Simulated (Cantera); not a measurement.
Cantera run, input and output.

```python
import numpy as np
import cantera as ct

gas = ct.Solution("h2o2.yaml")
gas.TPX = 1125, 42000, {'H2': 1.5, 'O2': 1, 'N2': 3}
inlet = ct.Reservoir(gas, clone=True)

reactor = ct.IdealGasConstPressureReactor(gas, energy="off", clone=False)
exhaust = ct.Reservoir(gas, clone=True)
tau = [6.2, 2.2, 0.79, 0.28, 0.1, 0.036, 0.013, 0.0046, 0.0016, 0.00058][0]
for a, b in ((inlet, reactor), (reactor, exhaust)):
    ct.MassFlowController(a, b, mdot=lambda t: reactor.mass / tau)
net = ct.ReactorNet([reactor])
show = ['H2', 'O2', 'H2O2', 'H', 'OH']

rows = []
print(f"{'tau/s':>10s}{'T/K':>9s}" + "".join(f"{s:>11s}" for s in show))
for tau in [6.2, 2.2, 0.79, 0.28, 0.1, 0.036, 0.013, 0.0046, 0.0016, 0.00058]:
    net.initial_time = 0.0
    net.advance(30 * tau)
    before = gas.X
    net.advance(40 * tau)
    drift = np.max(np.abs(gas.X - before) / (gas.X + 1e-9))
    rows.append([gas.T, *gas[show].X, drift])
    print(f"{tau:10.3e}{gas.T:9.1f}" + "".join(f"{x:11.3e}" for x in gas[show].X))
```

Result:

```
     tau/s      T/K         H2         O2       H2O2          H         OH
 6.200e+00   1125.0  1.566e-04  5.269e-02  4.060e-07  1.197e-06  5.086e-05
 2.200e+00   1125.0  3.109e-04  5.275e-02  7.479e-07  3.363e-06  7.210e-05
 7.900e-01   1125.0  5.964e-04  5.287e-02  1.295e-06  9.314e-06  1.044e-04
 2.800e-01   1125.0  1.122e-03  5.309e-02  2.038e-06  2.607e-05  1.556e-04
 1.000e-01   1125.0  2.057e-03  5.350e-02  2.850e-06  7.211e-05  2.352e-04
 3.600e-02   1125.0  3.693e-03  5.421e-02  3.617e-06  1.964e-04  3.572e-04
 1.300e-02   1125.0  6.533e-03  5.549e-02  4.280e-06  5.260e-04  5.429e-04
 4.600e-03   1125.0  1.154e-02  5.781e-02  4.803e-06  1.401e-03  8.291e-04
 1.600e-03   1125.0  2.026e-02  6.200e-02  5.119e-06  3.623e-03  1.260e-03
 5.800e-04   1125.0  3.420e-02  6.898e-02  5.175e-06  8.427e-03  1.839e-03
```

Cantera simulation using the H2/O2 subset of GRI-Mech 3.0, which has no nitrogen chemistry; the numbers are that mechanism's predictions, not measurements. The temperature is held fixed by assumption; the heat of reaction is taken as removed at once.
